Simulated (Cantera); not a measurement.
Halide evaporation, hydrolysis and transport: CsCl + H₂ + N₂

Input: 1 mol CsCl, 14 mol H₂, 0.11 mol N₂, equilibrated at 13300 Pa.

Cantera equilibrium calculation (NASA polynomials, part measured and part estimated; ideal gas, pure solids and liquids). Candidate condensed phases: Cs, CsCl, NH₄Cl; 16 gas species. Rates play no part.

| T (K) | log p H₂ | log p CsCl | log p H | log p Cs | log p HCl |
|---|---|---|---|---|---|
| 1173 | -0.90 | -2.20 | -7.38 | -5.28 | -5.28 |
| 1273 | -0.91 | -2.11 | -6.60 | -4.84 | -4.84 |
| 1373 | -0.91 | -2.07 | -5.93 | -4.49 | -4.49 |
| 1473 | -0.91 | -2.06 | -5.35 | -4.20 | -4.20 |
| 1573 | -0.91 | -2.06 | -4.85 | -3.95 | -3.95 |
| 1673 | -0.91 | -2.07 | -4.40 | -3.73 | -3.73 |
| 1773 | -0.91 | -2.07 | -4.00 | -3.53 | -3.53 |
| 1873 | -0.91 | -2.08 | -3.65 | -3.36 | -3.36 |
| 1973 | -0.91 | -2.09 | -3.33 | -3.21 | -3.21 |
| 2073 | -0.91 | -2.10 | -3.04 | -3.07 | -3.08 |
| 2173 | -0.92 | -2.12 | -2.78 | -2.95 | -2.96 |
| 2273 | -0.92 | -2.14 | -2.54 | -2.85 | -2.85 |
log p: log10 of the partial pressure in bar; nothing condenses.

From 1173 K to 2273 K nothing is condensed. The main Cs-bearing gas is CsCl throughout.
